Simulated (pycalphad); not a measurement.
CALPHAD calculation (pycalphad, COST 507 light-alloy database (1999)), 1 atm. The data set is of 1999 and partly superseded.

# Al-0.4007Si-20.25Fe (wt.%): equilibrium cooling sequence

```
T (°C)               phases above                     phases below
------  -------------------------  -------------------------------
1036.9                     LIQUID                 AL13FE4 + LIQUID
649.7            AL13FE4 + LIQUID        AL13FE4 + FCC_A1 + LIQUID
631.7   AL13FE4 + FCC_A1 + LIQUID  AL13FE4 + ALFESI_ALPHA + FCC_A1
```

Changes were sought between steps of 75 K, so a narrower field can be missed.

Database names, with the compositions (at.%) that they take in these runs: AL13FE4: Al 76 Fe 24; ALFESI_ALPHA: Al 74 Fe 19 Si 7. FCC_A1 is fcc.
